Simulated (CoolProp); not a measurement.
Values from CoolProp's reference Helmholtz-energy equation of state, Thol 2015.

**Question.** For octamethylcyclotetrasiloxane (D4), give the phase and the density (kg/m³), cp (kJ/(kg K)), cv (kJ/(kg K)), isothermal compressibility (1/MPa) at 363.4 K and 1.68 MPa; 363.4 K and 4.21 MPa; 363.4 K and 6.74 MPa.

**Answer.** 
- 363.4 K and 1.68 MPa: liquid; density 879, cp 1.79, cv 1.51, isothermal compressibility 0.00258
- 363.4 K and 4.21 MPa: liquid; density 884, cp 1.79, cv 1.51, isothermal compressibility 0.00240
- 363.4 K and 6.74 MPa: liquid; density 889, cp 1.78, cv 1.51, isothermal compressibility 0.00224
